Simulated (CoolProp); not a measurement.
50 sccm (0 °C, 1 atm) of nitrogen bubbles through liquid n-nonane at 365.8 K and leaves saturated at a total pressure of 0.15 MPa (ideal gas phase). Each further row changes one setting.

Values from CoolProp's reference Helmholtz-energy equation of state, Lemmon 2006. It is a short technical equation, of lower accuracy than the large ones.

```csv
case,vapour pressure (kPa),mole fraction of vapour,delivery (mg/min),delivery (sccm),change of delivery for a bath 1 K warmer (%)
as stated,16.0,0.107,34.2,(withheld),4.3
bath temperature 370.8 K,19.3,0.129,(withheld),(withheld),4.3
total pressure 0.3 MPa,16.0,(withheld),(withheld),(withheld),4.1
```

What belongs in the gaps?


- as stated, delivery (sccm): 5.98
- bath temperature 370.8 K, delivery (mg/min): 42.3
- bath temperature 370.8 K, delivery (sccm): 7.40
- total pressure 0.3 MPa, mole fraction of vapour: 0.0534
- total pressure 0.3 MPa, delivery (mg/min): 16.2
- total pressure 0.3 MPa, delivery (sccm): 2.82
